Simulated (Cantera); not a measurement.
An isothermal, constant-pressure homogeneous reactor starts with H₂ : O₂ : N₂ : H₂O = 0.85 : 1 : 2.8 : 0.22 (molar parts), at 1273 K and 0.280 bar.

Computed with Cantera and the H2/O2 subset of GRI-Mech 3.0, which has no nitrogen chemistry. The temperature is held fixed by assumption; the heat of reaction is taken as removed at once.

x: mole fraction; the columns are a selection and need not sum to one.

```tsv
t (s)	x H₂	x O₂	x OH	x H₂O₂	x H₂O	x H
2.00e-6	0.175	0.205	4.45e-10	2.83e-12	0.0452	4.89e-9
8.13e-6	0.175	0.205	4.59e-9	4.70e-11	0.0452	2.96e-8
3.30e-5	0.175	0.205	3.64e-7	1.07e-9	0.0452	2.11e-6
0.000134	0.0212	0.133	0.00785	3.50e-6	0.175	0.0520
0.000546	0.00187	0.129	0.00208	2.78e-6	0.237	0.000991
0.00222	7.95e-5	0.129	0.000417	5.25e-7	0.240	8.24e-6
0.00902	…	0.129	…	…	0.241	…
0.0366	9.09e-7	0.129	5.37e-5	2.21e-8	0.241	1.61e-8
0.149	1.95e-7	0.129	2.53e-5	5.65e-9	0.241	1.72e-9
0.605	7.54e-8	0.129	1.54e-5	2.27e-9	0.241	4.17e-10
2.46	6.77e-8	0.129	1.45e-5	2.03e-9	0.241	3.53e-10
10.0	6.77e-8	0.129	1.45e-5	2.03e-9	0.241	3.53e-10
```

Task: What belongs in the gaps?

Result: 
- 0.00902, x H₂: 6.18e-6
- 0.00902, x OH: 0.000131
- 0.00902, x H₂O₂: 9.96e-8
- 0.00902, x H: 2.39e-7
